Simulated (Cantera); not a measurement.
An isothermal, constant-pressure homogeneous reactor starts with CH4 : H2 = 1 : 1.1 (molar parts), at 1425 K and 0.296 atm.

Cantera simulation using GRI-Mech 3.0 (53 species, 325 reactions); the numbers are that mechanism's predictions, not measurements. GRI-Mech 3.0 stops at C3 and has no aromatics, soot or wall deposition, so with more carbon than oxygen in the feed, carbon stays in small species such as C2H2 where larger ones or solid carbon would form.

x: mole fraction; the columns are a selection and need not sum to one.

```csv
t (s),x CH4,x H2,x C2H2,x C2H4,x CH3
2.00e-5,0.476,0.524,<1e-12,1.53e-12,(withheld)
5.49e-5,0.476,0.524,<1e-12,4.21e-11,(withheld)
0.000151,0.476,0.524,<1e-12,9.77e-10,(withheld)
0.000413,0.476,0.524,6.27e-12,2.07e-8,(withheld)
0.00113,0.476,0.524,4.96e-10,3.91e-7,(withheld)
0.00311,0.476,0.524,2.86e-8,5.12e-6,(withheld)
0.00854,0.476,0.524,8.56e-7,4.17e-5,(withheld)
0.0234,0.475,0.524,1.74e-5,0.000243,8.17e-5
0.0643,0.473,0.526,0.000210,0.000837,8.39e-5
0.176,0.467,0.529,0.00147,0.00175,8.32e-5
0.484,0.451,0.540,0.00638,0.00253,8.09e-5
1.33,0.410,0.567,0.0191,0.00363,7.50e-5
3.64,0.328,0.621,0.0448,0.00624,(withheld)
10.0,0.211,0.698,0.0807,0.0109,(withheld)
```

Problem. What belongs in the gaps?

Solution. 
- 2.00e-5, x CH3: 7.10e-7
- 5.49e-5, x CH3: 1.96e-6
- 0.000151, x CH3: 5.38e-6
- 0.000413, x CH3: 1.45e-5
- 0.00113, x CH3: 3.50e-5
- 0.00311, x CH3: 5.76e-5
- 0.00854, x CH3: 7.07e-5
- 3.64, x CH3: 6.35e-5
- 10.0, x CH3: 4.78e-5
